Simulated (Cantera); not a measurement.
What does this Cantera script print?

```python
import numpy as np
import cantera as ct

gas_names = """
    H H2 H2S Pb PbS Pb2 S SH S2 S8
""".split()
cond_names = """
    Pb(cr) Pb(L) PbS(s) PbS(L) S(cr1) S(cr2) S(L)
""".split()


# ... load() reads the species with a 1 bar reference pressure and builds the phases ...
atoms = {
    'PbS': {'Pb': 1, 'S': 1},
    'H2': {'H': 2},
}
top_T = {}  # K; cautious upper limits of use, not melting points


# ... equilibrate(T, P, feed) seeds the gas with the atoms and calls Mixture.equilibrate('TP', solver="vcs", rtol=1e-11, max_steps=5000) ...
results = []
feed = {'PbS': 1, 'H2': 2.2}  # mol
T = 1350  # K
P = 1000  # Pa
mix = equilibrate(T, P, feed)
results.append((T, P, feed, dict(zip(mix.species_names, mix.species_moles))))
x = sorted(zip(gas.X, gas.species_names), reverse=True)
print(f"T = {T:g} K  P = {P:g} Pa  gas = {mix.phase_moles(0):.4g} mol")
print("   x: " + "  ".join(f"{s} {v:.3e}" for v, s in x if v > 0.001))
print("   condensed (mol): " + ("  ".join(f"{mix.phase(i).name} {mix.phase_moles(i):.4g}"
      for i in range(1, mix.n_phases) if mix.phase_moles(i) > 1e-12) or "none"))
```

Output:

```
T = 1350 K  P = 1000 Pa  gas = 3.217 mol
   x: H2 6.459e-01  PbS 2.624e-01  Pb 4.842e-02  H2S 3.768e-02  S2 5.131e-03
   condensed (mol): none
```

These are equilibrium values from Cantera (NASA tables, ideal gas, pure condensed phases), not measurements of a reactor.
